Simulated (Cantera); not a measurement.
A closed system holds: 1 mol TiO2, 0.26 mol MgO, 4.9 mol O2, at 1600 K and 6.10 mbar.

Method: chemical equilibrium by Gibbs-energy minimisation in Cantera with the NASA 1993 tables (ideal gas, pure condensed phases). Candidate condensed phases: Mg, MgO, MgTiO3, MgTi2O5, Mg2TiO4, Ti, TiO, TiO2, Ti2O3, Ti3O5, Ti4O7; 9 gas species. Mutual solubility and eutectic melting of coexisting phases are not modelled. Condensed phases not in the tables: alloys, solid solutions and most ternary compounds. Equilibrium is a limit: real reactors are often held back by kinetics, nucleation or transport.

Base state: O2 1.000, O 0.000186 (mole fractions); condensed: MgTi2O5(s) + TiO2(rutile).

Q: What changes in the equilibrium state with this change: 1.5 mol CH4 added?

A: 
| species | before | after |
|---|---|---|
| H2O | 0 | 0.468 |
| O2 | 1.000 | 0.296 |
| CO2 | 0 | 0.234 |
| OH | 0 | 0.00149 |
| CO | 0 | 0.000110 |
| H2 | 0 | 7.30e-5 |
| O | 0.000186 | 0.000101 |
| MgTi2O5(s), mol | 0.260 | 0.260 |
| TiO2(rutile), mol | 0.480 | 0.480 |
Further candidate phases: C, C6H6, C7H8, C8H18, H2O, MgCO3, Mg(OH)2, TiC.
